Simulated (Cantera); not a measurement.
Feed: 1 mol TiCl₄, 0.19 mol H₂O, held at 1923.15 K and 750 Torr.

Method: chemical equilibrium by Gibbs-energy minimisation in Cantera with the NASA 1993 tables (ideal gas, pure condensed phases). Candidate condensed phases: H₂O, Ti, TiCl₂, TiCl₃, TiCl₄, TiO, TiO₂, Ti₂O₃, Ti₃O₅, Ti₄O₇; 23 gas species. The tables' values for TiCl₂ are old estimates; treat these amounts as uncertain. Rates play no part.

Base state: TiCl₄ 0.637, HCl 0.284, TiCl₃ 0.0398, Cl 0.0327, Cl₂ 0.00361, TiOCl₂ 0.00209, H₂O 0.000124, H₂ 3.82e-5 (mole fractions); condensed: TiO₂(rutile).

Problem. What changes in the equilibrium state with this change: temperature from 1923.15 K to 1998 K?

Solution. 
```json
[
 {"species": "TiCl₄", "before": "0.637", "after": "0.606"},
 {"species": "HCl", "before": "0.284", "after": "0.279"},
 {"species": "TiCl₃", "before": "0.0398", "after": "0.0572"},
 {"species": "Cl", "before": "0.0327", "after": "0.0486"},
 {"species": "TiCl₂", "before": "1.89e-5", "after": "4.93e-5"},
 {"species": "TiOCl₂", "before": "0.00209", "after": "0.00405"},
 {"species": "H", "before": "5.83e-6", "after": "1.10e-5"},
 {"species": "H₂", "before": "3.82e-5", "after": "4.72e-5"},
 {"species": "TiO₂(rutile), mol", "before": "0.0935", "after": "0.0922"}
]
```

Problem. What changes in the equilibrium state with this change: temperature from 1923.15 K to 2050 K?

Solution. 
```json
[
 {"species": "TiCl₄", "before": "0.637", "after": "0.580"},
 {"species": "HCl", "before": "0.284", "after": "0.275"},
 {"species": "TiCl₃", "before": "0.0398", "after": "0.0720"},
 {"species": "Cl", "before": "0.0327", "after": "0.0625"},
 {"species": "TiCl₂", "before": "1.89e-5", "after": "9.23e-5"},
 {"species": "TiOCl₂", "before": "0.00209", "after": "0.00619"},
 {"species": "H", "before": "5.83e-6", "after": "1.67e-5"},
 {"species": "H₂", "before": "3.82e-5", "after": "5.45e-5"},
 {"species": "TiO₂(rutile), mol", "before": "0.0935", "after": "0.0906"}
]
```
